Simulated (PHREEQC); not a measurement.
A solution holds 0.014 mol/kgw NaHCO3 and 0.000475 mol/kgw K2HPO4, at 25 °C. Closed to the air; pH follows from the charge balance.

All values are PHREEQC results (ion-association model, wateq4f.dat), not measurements.

The pH comes out as 8.24 and the ionic strength comes out as 0.0154 mol/kgw. The total alkalinity is 14.5 meq/kg.

```csv
species,molality,activity,log γ
Na+,0.0139,0.0123,-0.053
HCO3-,0.0136,0.0120,-0.052
K+,0.000950,0.000836,-0.055
HPO4-2,0.000439,0.000270,-0.210
CO3-2,0.000158,9.76e-5,-0.208
CO2,0.000156,0.000157,0.002
NaHCO3,8.29e-5,8.32e-5,0.002
H2PO4-,2.84e-5,2.52e-5,-0.052
NaCO3-,2.52e-5,2.23e-5,-0.052
```

Precipitation was switched off in this run. H3PO4, which wateq4f.dat lacks, is added to it with the constant of phreeqc.dat.
